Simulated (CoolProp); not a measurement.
Values from CoolProp's reference Helmholtz-energy equation of state, Span 2003. It is a short technical equation, of lower accuracy than the large ones.

Question: For n-heptane, give the phase and the density (kg/m³), cv (kJ/(kg K)), Joule-Thomson coefficient (K/MPa), expansivity (1/kK) at 426.3 K and 121 bar.

Answer: 
- 426.3 K and 121 bar: liquid; density 587, cv 2.27, Joule-Thomson coefficient -0.228, expansivity 1.48
